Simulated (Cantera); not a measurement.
Feed: 1 mol AlN, 0.052 mol Cl2, 0.7 mol N2, at 1673 K and 0.160 bar.

Method: chemical equilibrium by Gibbs-energy minimisation in Cantera with the NASA 1993 tables (ideal gas, pure condensed phases). Candidate condensed phases: Al, AlCl3, AlN; 11 gas species. The tables' values for AlCl2 are old estimates; treat these amounts as uncertain. Rates play no part.

Base state: N2 0.945, AlCl3 0.0366, AlCl 0.00916, AlCl2 0.00877, Cl 2.67e-5 (mole fractions); condensed: AlN(s).

What changes in the equilibrium state with this change: temperature from 1673 K to 873.15 K?


```json
[
 {"species": "N2", "before": "0.945", "after": "0.954"},
 {"species": "AlCl3", "before": "0.0366", "after": "0.0456"},
 {"species": "Al2Cl6", "before": "1.02e-7", "after": "0.000252"},
 {"species": "AlCl", "before": "0.00916", "after": "<1e-9"},
 {"species": "AlCl2", "before": "0.00877", "after": "1.03e-8"},
 {"species": "Cl", "before": "2.67e-5", "after": "<1e-9"},
 {"species": "AlN(s), mol", "before": "0.958", "after": "0.965"}
]
```
